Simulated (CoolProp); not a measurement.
A Linde-Hampson liquefier for carbon monoxide: isothermal reversible compression at 280 K from 1 atm to 20 MPa, throttling to 1 atm, return gas leaving the recuperator 2 K below the feed. Each further row changes one setting.

Model: reference Helmholtz-energy equation of state, Lemmon 2006, in CoolProp. It is a short technical equation, of lower accuracy than the large ones.

| case | liquid yield per pass | compression work (kJ/kg of gas) |
|---|---|---|
| as stated | 0.099 | 436 |
| high pressure 40 MPa | 0.124 | 500 |
| warm-end temperature 310 K | 0.072 | 487 |
| warm-end gap 7 K | 0.088 | 436 |
